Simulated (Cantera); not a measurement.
Input: 1 mol trisilylamine, 0.26 mol NH3, equilibrated at 1098.15 K and 49.0 Pa.

Equilibrium computed with Cantera from the NASA thermochemical tables; the gas is ideal and each condensed phase is pure. Candidate condensed phases: Si, Si3N4; 18 gas species. The feed counts by its element totals alone. Mutual solubility and eutectic melting of coexisting phases are not modelled. Rates play no part.

Q: What is the equilibrium state?

A: 
| Property | Value |
|---|---|
| x(H2) | 1.000 |
| x(N2) | 1.83e-6 |
| x(H) | 1.12e-6 |
| n(Si(s)) | 2.06 mol |
| n(Si3N4(s)) | 0.315 mol |
| gas amount | 4.890 mol |
